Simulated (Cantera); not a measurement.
Mixture: 5.85 % CH₄, 19.8 % O₂, 74.3 % N₂, equivalence ratio 0.59, at 7430 Torr, adiabatic and at constant pressure. Ignition delay is the time to a rise of 400 K.

Cantera simulation using GRI-Mech 3.0 (53 species, 325 reactions); the numbers are that mechanism's predictions, not measurements.

Q: Predict: delay at 1025 K; delay at 1225 K; delay at 1425 K; delay at 1625 K; apparent activation energy between 1525 and 1725 K.

A: delay at 1025 K: 47.1 ms
delay at 1225 K: 2.79 ms
delay at 1425 K: 0.316 ms
delay at 1625 K: 53.3 µs
apparent activation energy between 1525 and 1725 K: 170 kJ/mol
